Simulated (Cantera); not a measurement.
Equilibrium for boron, boron nitride and boron oxide: B₂H₆ + H₂O + N₂

A closed system holds: 1 mol B₂H₆, 1.1 mol H₂O, 24 mol N₂, held at 100000 Pa.

These are equilibrium values from Cantera (NASA tables, ideal gas, pure condensed phases), not measurements of a reactor. Candidate condensed phases: B, BN, B₂O₃, B₃O₃H₃, H₂O; 39 gas species. The feed counts by its element totals alone. N₂ is the only nitrogen source here; it is nearly inert below about 1500 K, so the nitride shown seldom forms there in practice. Mutual solubility and eutectic melting of coexisting phases are not modelled. Gases not in the tables: H₃BO₃. Rates play no part.

| T (K) | log p N₂ | log p H₂ | log p HBO₂ | log p B₂O₃ | log p HBO | n BN(s) | n B₂O₃(l) |
|---|---|---|---|---|---|---|---|
| 1073 | -0.07 | -0.83 | -5.40 | -10.06 | -8.23 | 1.29 | 0.354 |
| 1173 | -0.07 | -0.83 | -4.70 | -8.43 | -7.03 | 1.29 | 0.355 |
| 1273 | -0.07 | -0.83 | -4.11 | -7.06 | -6.01 | 1.29 | 0.354 |
| 1373 | -0.07 | -0.83 | -3.62 | -5.90 | -5.15 | 1.29 | 0.352 |
| 1473 | -0.07 | -0.83 | -3.20 | -4.91 | -4.41 | 1.29 | 0.344 |
| 1573 | -0.07 | -0.83 | -2.84 | -4.05 | -3.77 | 1.30 | 0.326 |
| 1673 | -0.07 | -0.84 | -2.52 | -3.29 | -3.20 | 1.31 | 0.282 |
| 1773 | -0.07 | -0.84 | -2.25 | -2.63 | -2.71 | 1.32 | 0.169 |
log p: log10 of the partial pressure in bar; n: condensed amount in mol.

From 1073 K to 1773 K the condensed part is BN(s) + B₂O₃(l).
